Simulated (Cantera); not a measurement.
A diamond (100) surface in a fixed gas of H2 with x(CH4) = 0.022, x(CH3) = 0.0018, at 1250 K, 2400 Pa; coverages are run to steady state.

Computed with Cantera and the Harris–Goodwin 1993 mechanism for the reconstructed diamond (100) surface.

θ: site fractions in the mechanism's names (c6HH fully hydrogenated, c6H* and c6*H radical sites, c6** diradical, c6HM methylated).

| x(H) | growth (µm/h) | θ c6HH | θ c6H* | θ c6*H | θ c6** | θ c6HM |
|---|---|---|---|---|---|---|
| 0.0001 | 0.233 | 0.627 | 0.0280 | 0.326 | 0.00328 | ? |
| 0.00021 | 0.655 | 0.536 | 0.0345 | 0.402 | 0.00681 | ? |
| 0.00045 | 1.48 | 0.473 | 0.0388 | 0.452 | 0.0125 | ? |
| 0.00094 | 2.69 | 0.439 | 0.0412 | 0.480 | 0.0195 | ? |
| 0.002 | 4.33 | 0.420 | 0.0424 | 0.494 | 0.0265 | 0.00487 |
| 0.0042 | 6.50 | 0.410 | 0.0430 | 0.501 | 0.0318 | 0.00511 |
| 0.0089 | 9.84 | 0.405 | 0.0433 | 0.505 | 0.0352 | 0.00503 |
| 0.019 | 15.3 | 0.403 | 0.0436 | 0.507 | 0.0371 | ? |
| 0.04 | 23.0 | 0.403 | 0.0438 | 0.508 | 0.0381 | ? |

**Question.** What belongs in the gaps?

**Answer.** 
- 0.0001, θ c6HM: 0.00235
- 0.00021, θ c6HM: 0.00306
- 0.00045, θ c6HM: 0.00375
- 0.00094, θ c6HM: 0.00437
- 0.019, θ c6HM: 0.00455
- 0.04, θ c6HM: 0.00370
